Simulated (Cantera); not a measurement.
A closed system holds: 1 mol Ti(OiPr)4, 0.32 mol O2, held at 10.0 Torr.

Method: chemical equilibrium by Gibbs-energy minimisation in Cantera with the NASA 1993 tables (ideal gas, pure condensed phases). Candidate condensed phases: C, C6H6, C7H8, C8H18, H2O, Ti, TiC, TiO, TiO2, Ti2O3, Ti3O5, Ti4O7; 113 gas species. The feed counts by its element totals alone. TiC: taken at fixed stoichiometry. The numbers say what is thermodynamically allowed, not how fast it happens. All values below are at 1400 °C.

Base state: H2 0.750, CO 0.249, H 0.000854, C2H2 (acetylene) 4.27e-5 (mole fractions); condensed: C(graphite) + TiC(s).

### Question
What changes in the equilibrium state with this change: O2 from 0.32 to 13 mol?

### Answer
```tsv
species	before	after
H2O	1.40e-6	0.400
CO	0.249	0.246
CO2	1.40e-7	0.215
H2	0.750	0.138
OH	<1e-9	5.10e-5
C2H2 (acetylene)	4.27e-5	<1e-9
C(graphite), mol	6.36	0
TiC(s), mol	1.00	0
TiO2(rutile), mol	0	1.00
```
